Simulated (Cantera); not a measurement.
CH3F + H2 (fluorocarbon and chlorocarbon gases)

Charge: 1 mol CH3F, 3.1 mol H2, equilibrated at 510 Pa.

These are equilibrium values from Cantera (NASA tables, ideal gas, pure condensed phases), not measurements of a reactor. Candidate condensed phases: C, C6H6, C7H8, C8H18; 110 gas species. Ions and electrons are included (thermal ionisation). The numbers say what is thermodynamically allowed, not how fast it happens.

```json
[
 {"T (°C)": "2227", "x H": "0.263", "x H2": "0.560", "x HF": "0.170", "x F": "0.000167", "x C": "3.26e-5", "x C3": "9.75e-5", "x C2H2 (acetylene)": "0.00606", "n C(graphite)": "0.924"},
 {"T (°C)": "2477", "x H": "0.533", "x H2": "0.309", "x HF": "0.142", "x F": "0.000922", "x C": "0.000740", "x C3": "0.00331", "x C2H2 (acetylene)": "0.00871", "n C(graphite)": "0.770"},
 {"T (°C)": "2727", "x H": "0.728", "x H2": "0.108", "x HF": "0.111", "x F": "0.00462", "x C": "0.00759", "x C3": "0.0273", "x C2H2 (acetylene)": "0.00394", "n C(graphite)": "0"},
 {"T (°C)": "2977", "x H": "0.808", "x H2": "0.0323", "x HF": "0.0835", "x F": "0.0196", "x C": "0.0267", "x C3": "0.0191", "x C2H2 (acetylene)": "0.000352", "n C(graphite)": "0"},
 {"T (°C)": "3227", "x H": "0.820", "x H2": "0.00983", "x HF": "0.0446", "x F": "0.0501", "x C": "0.0604", "x C3": "0.00638", "x C2H2 (acetylene)": "2.27e-5", "n C(graphite)": "0"},
 {"T (°C)": "3477", "x H": "0.819", "x H2": "0.00340", "x HF": "0.0167", "x F": "0.0741", "x C": "0.0821", "x C3": "0.000741", "x C2H2 (acetylene)": "9.21e-7", "n C(graphite)": "0"},
 {"T (°C)": "3727", "x H": "0.820", "x H2": "0.00135", "x HF": "0.00571", "x F": "0.0840", "x C": "0.0874", "x C3": "6.07e-5", "x C2H2 (acetylene)": "3.73e-8", "n C(graphite)": "0"},
 {"T (°C)": "3977", "x H": "0.821", "x H2": "0.000596", "x HF": "0.00206", "x F": "0.0874", "x C": "0.0887", "x C3": "5.89e-6", "x C2H2 (acetylene)": "2.03e-9", "n C(graphite)": "0"},
 {"T (°C)": "4227", "x H": "0.821", "x H2": "0.000288", "x HF": "0.000809", "x F": "0.0885", "x C": "0.0890", "x C3": "7.20e-7", "x C2H2 (acetylene)": "1.50e-10", "n C(graphite)": "0"},
 {"T (°C)": "4477", "x H": "0.821", "x H2": "0.000150", "x HF": "0.000348", "x F": "0.0890", "x C": "0.0891", "x C3": "1.09e-7", "x C2H2 (acetylene)": "1.45e-11", "n C(graphite)": "0"},
 {"T (°C)": "4727", "x H": "0.821", "x H2": "8.31e-5", "x HF": "0.000163", "x F": "0.0891", "x C": "0.0890", "x C3": "1.99e-8", "x C2H2 (acetylene)": "1.76e-12", "n C(graphite)": "0"}
]
```
x: gas mole fraction; n: condensed amount in mol.

From 2227 °C to 2477 °C the condensed part is C(graphite). From 2727 °C to 4727 °C nothing is condensed. The main C-bearing gas is C2H2 (acetylene) at 2227 °C and C at 4727 °C.
